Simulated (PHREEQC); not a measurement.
0.14 g of hydrous ferric oxide (600 m²/g; 0.2 weak and 0.005 strong sites per Fe, Dzombak-Morel constants, diffuse double layer) in 1 kg of water with 0.001 mol/kgw of an inert sodium salt and 0.00015 mol H3BO3, 2.1e-05 mol Na2HAsO4 and 3.4e-05 mol NiCl2, at 25 °C; the pH is set by adding NaOH or the inert anion's acid. O2 is buffered at 0.21 atm. No CO2 enters from the air. No solid was allowed to form.

Model: ion-association model, wateq4f.dat, run in PHREEQC.

```
pH   B sorbed (%)  As sorbed (%)  Ni sorbed (%)
---  ------------  -------------  -------------
4             0.1          100.0            0.0
4.5           0.1          100.0            0.0
5             0.1          100.0            0.3
5.5           0.1          100.0            2.2
6             0.1          100.0           11.2
6.5           0.1          100.0           26.8
7.5           0.1          100.0           90.2
8             0.1           99.9           98.8
8.5           0.1           99.1           99.9
9             0.1           93.6          100.0
9.5           0.0           74.5          100.0
10            0.0           44.9          100.0
```

The database has no arsenate complexes of Ni.
